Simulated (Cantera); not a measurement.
Input (Python, Cantera) and output of one run.

```python
import numpy as np
import cantera as ct

gas_names = """
    AL ALCL ALCL2 ALCL3 ALH ALN AL2 AL2CL6 CL CL2 H HCL H2 N NH NH2 NH3 N2 N2H2 N2H4
""".split()
cond_names = """
    AL(cr) AL(L) ALCL3(s) ALCL3(L) ALN(s) NH4CL(a) NH4CL(b)
""".split()


# ... load() reads the species with a 1 bar reference pressure and builds the phases ...
atoms = {
    'AlCl3': {'AL': 1, 'CL': 3},
    'NH3': {'N': 1, 'H': 3},
    'H2': {'H': 2},
}
top_T = {'ALN(s)': 2750}  # K; cautious upper limits of use, not melting points


# ... equilibrate(T, P, feed) seeds the gas with the atoms and calls Mixture.equilibrate('TP', solver="vcs", rtol=1e-11, max_steps=5000) ...
results = []
feed = {'AlCl3': 1, 'NH3': 110, 'H2': 220}  # mol
P = 590  # Pa
for T in [1400, 1450, 1500, 1550, 1600, 1650, 1700]:
    mix = equilibrate(T, P, feed)
    results.append((T, P, feed, dict(zip(mix.species_names, mix.species_moles))))

top = {s: max(r[3][s] / sum(r[3][g] for g in gas_names) for r in results) for s in gas_names}
cols = sorted((s for s in top if top[s] > 1e-06), key=lambda s: -top[s])[:6]
seen = [c for c in cond_names if any(r[3].get(c, 0) > 1e-12 for r in results)]
print("log10 of partial pressures in bar; condensed amounts in mol")
print(f"{'T/K':>10s}" + "".join(f"{s[:9]:>10s}" for s in cols + seen))
for T, P, feed, n in results:
    ng = sum(n[g] for g in gas_names)
    print(f"{T:10.4g}" + "".join(f"{np.log10(max(n[s] / ng * P / 1e5, 1e-99)):10.3f}" for s in cols)
          + "".join(f"{n.get(c, 0):10.4g}" for c in seen))
```

Result:

```
log10 of partial pressures in bar; condensed amounts in mol
       T/K        H2        N2       HCL      ALCL         H     ALCL2    ALN(s)
      1400    -2.290    -3.137    -4.422    -5.753    -6.458    -6.924    0.8519
      1450    -2.290    -3.136    -4.457    -5.339    -6.169    -6.716    0.6368
      1500    -2.290    -3.135    -4.533    -4.996    -5.900    -6.608    0.2219
      1550    -2.290    -3.134    -4.578    -4.882    -5.647    -6.688         0
      1600    -2.291    -3.134    -4.576    -4.880    -5.410    -6.824         0
      1650    -2.291    -3.134    -4.576    -4.880    -5.187    -6.953         0
      1700    -2.291    -3.135    -4.575    -4.879    -4.977    -7.075         0
```

Method: chemical equilibrium by Gibbs-energy minimisation in Cantera with the NASA 1993 tables (ideal gas, pure condensed phases). The tables' values for AlCl2 are old estimates; treat these amounts as uncertain.
